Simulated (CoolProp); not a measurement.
R236EA along the isobar 6 MPa: fugacity coefficient from the reference equation and from simpler models built on Tc = 139.3 °C, pc = 3.414 MPa, ω = 0.368; each cubic takes its own stable root.

Values from CoolProp's reference Helmholtz-energy equation of state, Rui 2013.

```csv
T (°C),phase,reference,van der Waals,Soave-Redlich-Kwong
24.95,liquid,0.04092,0.1640,0.04234
34.45,liquid,0.05507,0.1858,0.05716
43.95,liquid,0.07233,0.2088,0.07529
53.45,liquid,0.09292,0.2328,0.09697
62.95,liquid,0.1170,0.2577,0.1224
72.45,liquid,0.1447,0.2835,0.1515
81.85,liquid,0.1756,0.3097,0.1841
91.35,liquid,0.2102,0.3367,0.2205
100.85,liquid,0.2482,0.3641,0.2601
110.35,liquid,0.2890,0.3919,0.3026
119.85,liquid,0.3325,0.4198,0.3474
129.35,liquid,0.3778,0.4477,0.3936
138.85,liquid,0.4244,0.4754,0.4406
```
